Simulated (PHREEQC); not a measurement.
A PHREEQC speciation (ion-association model, phreeqc.dat) at 25 °C gives pH 4.24 and these molalities:

```tsv
species	mol/kgw
Cl-	0.204
Cu+2	0.0942
CuCl+	0.0150
CuCl2	0.000722
H+	7.40e-5
Cu2(OH)2+2	3.34e-5
```

### Question
What are the element totals, and what could have been dissolved in 1 kg of water to give them?

### Answer
One answer among several that fit: totals Cl 0.220, Cu(2) 0.110 mol/kgw, from 110 mmol/kgw CuCl2.

No solid was allowed to form.
